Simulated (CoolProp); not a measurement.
Carbonyl sulfide at several states: Z from the reference equation and from simpler models built on Tc = 378.8 K, pc = 6.369 MPa, ω = 0.098; each cubic takes its own stable root.

Model: reference Helmholtz-energy equation of state, Lemmon 2006, in CoolProp. It is a short technical equation, of lower accuracy than the large ones.

```json
[
 {"T (K)": "183.4", "p (MPa)": "0.0886", "phase": "liquid", "reference": "0.002779"},
 {"T (K)": "386.9", "p (MPa)": "2.13", "phase": "gas", "reference": "0.8859"},
 {"T (K)": "475.3", "p (MPa)": "9.49", "phase": "supercritical", "reference": "0.7373"},
 {"T (K)": "242.5", "p (MPa)": "8.49", "phase": "liquid", "reference": "0.2206"}
]
```

Q: How far does each simpler model (van der Waals, Redlich-Kwong, Soave-Redlich-Kwong, Peng-Robinson) lie from the reference over these 4 states: mean and median of the absolute difference, and the worst?

A: 
- van der Waals: mean 8788.8 %, median 28.9 %, worst +35096.1 % at 183.4 K and 0.0886 MPa
- Redlich-Kwong: mean 3.0 %, median 3.0 %, worst +5.6 % at 242.5 K and 8.49 MPa
- Soave-Redlich-Kwong: mean 3.2 %, median 3.8 %, worst +5.4 % at 183.4 K and 0.0886 MPa
- Peng-Robinson: mean 4.2 %, median 4.2 %, worst -6.8 % at 242.5 K and 8.49 MPa

At some of these states van der Waals gives the other phase, because its saturation line lies elsewhere.
